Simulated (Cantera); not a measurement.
A freely propagating, adiabatic, planar premixed flame of 6.47 % CH4, 0.362 % H2, 16.2 % O2, 60.8 % N2, 16.2 % H2O, equivalence ratio 0.81, unburnt at 500 K and 420000 Pa; mixture-averaged transport, grid criteria slope 0.08 and curve 0.16, no radiation.

Cantera simulation using GRI-Mech 3.0 (53 species, 325 reactions); the numbers are that mechanism's predictions, not measurements. Burning velocities carry a grid error of a few per cent, more on coarse grids.

Predict: laminar burning velocity; thermal thickness; peak x(CH2); peak x(HCN).


```json
{
 "laminar_burning_velocity": "15.8 cm/s",
 "thermal_thickness": "0.338 mm",
 "peak x(CH2)": "5.58e-6",
 "peak x(HCN)": "2.11e-7"
}
```
